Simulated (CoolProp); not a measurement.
Model: reference Helmholtz-energy equation of state, Thol 2019, in CoolProp.

Question: For tetradecamethylhexasiloxane (MD4M), give the phase and the density (kg/m³), cp (kJ/(kg K)), cv (kJ/(kg K)), speed of sound (m/s) at 119.65 °C and 1.38 bar.

Answer: 
- 119.65 °C and 1.38 bar: liquid; density 795, cp 1.92, cv 1.67, speed of sound 683
